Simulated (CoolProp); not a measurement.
Properties of vinyl chloride along the isotherm 430 K.

Values from CoolProp's reference Helmholtz-energy equation of state, Thol 2022.

```tsv
p (MPa)	phase	density (kg/m³)	cp (kJ/(kg K))	cv (kJ/(kg K))	fugacity coefficient
1.56	gas	30.09	1.186	0.9802	0.9139
3.11	gas	68.61	1.381	1.015	0.8286
4.67	gas	128.3	2.010	1.078	0.7409
6.22	supercritical	437.9	10.43	1.187	0.6418
7.78	supercritical	560.0	2.901	1.112	0.5409
9.33	supercritical	599.1	2.373	1.095	0.4726
10.9	supercritical	625.0	2.146	1.086	0.4230
12.4	supercritical	643.9	2.019	1.081	0.3875
14	supercritical	660.2	1.927	1.078	0.3583
```

The peak of cp marks the crossing from liquid-like to gas-like fluid above the critical point.
